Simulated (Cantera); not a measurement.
Input: 1 mol c-C4F8, 0.028 mol F2, 12 mol H2, at 0.133 bar.

Method: chemical equilibrium by Gibbs-energy minimisation in Cantera with the NASA 1993 tables (ideal gas, pure condensed phases). Candidate condensed phases: C, C6H6, C7H8, C8H18; 95 gas species. The feed counts by its element totals alone. Equilibrium is a limit: real reactors are often held back by kinetics, nucleation or transport.

Which condensed phases are stable at each of these points (T (°C)): 2125, 2275, 2425, 2575, 2725, 2875, 3025?


```csv
T (°C),condensed phases,C condensed (%)
2125,C(graphite),97.3
2275,C(graphite),95.0
2425,C(graphite),91.3
2575,C(graphite),85.8
2725,C(graphite),76.0
2875,C(graphite),53.0
3025,gas only,0.0
```

From 2125 °C to 2875 °C the condensed part is C(graphite). At 3025 °C nothing is condensed.
